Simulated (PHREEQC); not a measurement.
Make-up at 20 °C: 0.0022 mol HCl, 0.00038 mol CuSO4 and 0.065 mol MgSO4 per kg of water. Closed to the air; pH follows from the charge balance.

Computed with PHREEQC (ion-association model, phreeqc.dat).

Each row changes one thing in this solution. This is a speciation only: nothing precipitates in the calculation.

| case | pH | ionic strength (mol/kgw) | Mg+2 (mol/kgw) | SO4-2 (mol/kgw) | MgSO4 (mol/kgw) | HSO4- (mol/kgw) |
|---|---|---|---|---|---|---|
| as made | 3.06 | 0.141 | 0.0351 | 0.0341 | 0.0299 | 0.00113 |
| HCl from 0.0022 to 0.00242 mol/kgw | 3.02 | 0.141 | 0.0351 | 0.0341 | 0.0299 | 0.00124 |
| diluted 10-fold with water | 3.81 | 0.0196 | 0.00483 | 0.00481 | 0.00168 | 4.43e-5 |
| CuSO4 from 0.00038 to 0.00019 mol/kgw | 3.06 | 0.141 | 0.0351 | 0.0340 | 0.0299 | 0.00113 |
| CuSO4 from 0.00038 to 0.00076 mol/kgw | 3.06 | 0.142 | 0.0350 | 0.0343 | 0.0300 | 0.00113 |
| CuSO4 left out | 3.06 | 0.140 | 0.0351 | 0.0340 | 0.0299 | 0.00113 |
| temperature from 20 to 30 °C | 3.09 | 0.129 | 0.0320 | 0.0310 | 0.0330 | 0.00121 |
